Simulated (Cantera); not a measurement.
Input: 1 mol Pb, 1.5 mol O2, 3.1 mol H2, at 1.88 Torr.

Method: chemical equilibrium by Gibbs-energy minimisation in Cantera with the NASA 1993 tables (ideal gas, pure condensed phases). Candidate condensed phases: H2O, Pb, PbO, PbO2, Pb3O4; 12 gas species. The numbers say what is thermodynamically allowed, not how fast it happens.

Question: What share of the Pb ends up in condensed phases as a function of T (°C), at 450, 500, 550, 600, 650, 700, 750, 800, 850, 900, 950, 1000, 1050?

Answer: 
```json
[
 {"T (°C)": "450", "Pb condensed (%)": "100.0", "as": "Pb(l)"},
 {"T (°C)": "500", "Pb condensed (%)": "100.0", "as": "Pb(l)"},
 {"T (°C)": "550", "Pb condensed (%)": "100.0", "as": "Pb(l)"},
 {"T (°C)": "600", "Pb condensed (%)": "99.9", "as": "Pb(l)"},
 {"T (°C)": "650", "Pb condensed (%)": "99.7", "as": "Pb(l)"},
 {"T (°C)": "700", "Pb condensed (%)": "98.9", "as": "Pb(l)"},
 {"T (°C)": "750", "Pb condensed (%)": "96.7", "as": "Pb(l)"},
 {"T (°C)": "800", "Pb condensed (%)": "90.7", "as": "Pb(l)"},
 {"T (°C)": "850", "Pb condensed (%)": "75.5", "as": "Pb(l)"},
 {"T (°C)": "900", "Pb condensed (%)": "37.0", "as": "Pb(l)"},
 {"T (°C)": "950", "Pb condensed (%)": "0.0", "as": "-"},
 {"T (°C)": "1000", "Pb condensed (%)": "0.0", "as": "-"},
 {"T (°C)": "1050", "Pb condensed (%)": "0.0", "as": "-"}
]
```
